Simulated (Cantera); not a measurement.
Input: 1 mol B₂O₃, 3.3 mol O₂, 1.6 mol N₂, equilibrated at 2077 °C and 0.0270 bar.

Cantera equilibrium calculation (NASA polynomials, part measured and part estimated; ideal gas, pure solids and liquids). Candidate condensed phases: B, BN, B₂O₃; 17 gas species. Equilibrium is a limit: real reactors are often held back by kinetics, nucleation or transport.

Base state: O₂ 0.496, N₂ 0.254, B₂O₃ 0.119, BO₂ 0.0861, O 0.0283, NO 0.0151, BO 0.00166 (mole fractions); condensed: gas only.

Q: What changes in the equilibrium state with this change: B₂O₃ replaced by BCl₃?

A: 
```json
[
 {"species": "Cl", "before": "0", "after": "0.375"},
 {"species": "O₂", "before": "0.496", "after": "0.301"},
 {"species": "N₂", "before": "0.254", "after": "0.200"},
 {"species": "B₂O₃", "before": "0.119", "after": "0.0384"},
 {"species": "BO₂", "before": "0.0861", "after": "0.0431"},
 {"species": "NO", "before": "0.0151", "after": "0.0105"},
 {"species": "O", "before": "0.0283", "after": "0.0221"},
 {"species": "BOCl", "before": "0", "after": "0.00714"},
 {"species": "Cl₂", "before": "0", "after": "0.000712"},
 {"species": "ClO", "before": "0", "after": "0.000407"},
 {"species": "BO", "before": "0.00166", "after": "0.00107"}
]
```
The tables' values for BOCl are old estimates; treat these amounts as uncertain.
